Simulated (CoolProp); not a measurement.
The numbers come from the reference Helmholtz-energy equation of state, Bücker 2006 in CoolProp.

Q: Give the vapour pressure (bar), vapour Z, liquid conductivity (mW/(m K)) of saturated ethane at -96.25, -31.85 °C.

A: 
| T (°C) | p (bar) | vapour Z | liquid conductivity (mW/(m K)) |
|---|---|---|---|
| -96.25 | 0.657 | 0.976 | 174 |
| -31.85 | 10.1 | 0.831 | 116 |

Thermal conductivity comes from a separate model (Friend 1991).
